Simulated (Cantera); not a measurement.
Charge: 1 mol CuO, 27 mol HF, 31 mol N2, held at 898 K and 1.00 bar.

These are equilibrium values from Cantera (NASA tables, ideal gas, pure condensed phases), not measurements of a reactor. Candidate condensed phases: Cu, CuF2, CuO, Cu(OH)2, Cu2O, H2O; 45 gas species. Rates play no part.

Base state: N2 0.536, HF 0.460, H2O 0.00369, H2F2 1.24e-5 (mole fractions); condensed: CuF2(s) + CuO(s) + Cu2O(s).

Q: What changes in the equilibrium state with this change: N2 from 31 to 9 mol?

A: 
| species | before | after |
|---|---|---|
| HF | 0.460 | 0.738 |
| N2 | 0.536 | 0.252 |
| H2O | 0.00369 | 0.00951 |
| H2F2 | 1.24e-5 | 3.20e-5 |
| CuF2(s), mol | 0.213 | 0.339 |
| CuO(s), mol | 0.786 | 0.660 |
| Cu2O(s), mol | 0.000384 | 0.000237 |

Q: What changes in the equilibrium state with this change: pressure from 1.00 bar to 1.10 mbar?

A: 
| species | before | after |
|---|---|---|
| N2 | 0.536 | 0.533 |
| HF | 0.460 | 0.464 |
| O2 | 3.33e-6 | 0.00302 |
| H2O | 0.00369 | 4.26e-5 |
| CuF2 | 3.71e-7 | 3.27e-5 |
| H2F2 | 1.24e-5 | 1.39e-8 |
| CuF | 7.01e-8 | 1.98e-5 |
| CuF2(s), mol | 0.213 | 0 |
| CuO(s), mol | 0.786 | 0.294 |
| Cu2O(s), mol | 0.000384 | 0.351 |
